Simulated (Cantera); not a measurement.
Feed: 1 mol PbO, 9.2 mol CO, 51 mol H₂, equilibrated at 1500 K and 10000 Pa.

Cantera equilibrium calculation (NASA polynomials, part measured and part estimated; ideal gas, pure solids and liquids). Candidate condensed phases: C, C₆H₆, C₇H₈, C₈H₁₈, H₂O, Pb, PbO, PbO₂, Pb₃O₄; 113 gas species. Equilibrium is a limit: real reactors are often held back by kinetics, nucleation or transport.

Base state: H₂ 0.818, CO 0.149, Pb 0.0163, H₂O 0.0153, CO₂ 0.00108, H 5.03e-5 (mole fractions); condensed: gas only.

Question: What changes in the equilibrium state with this change: CO from 9.2 to 0.69 mol?

Answer: 
| species | before | after |
|---|---|---|
| H₂ | 0.818 | 0.949 |
| Pb | 0.0163 | 0.0190 |
| H₂O | 0.0153 | 0.0189 |
| CO | 0.149 | 0.0130 |
| CO₂ | 0.00108 | 9.99e-5 |
| H | 5.03e-5 | 5.42e-5 |
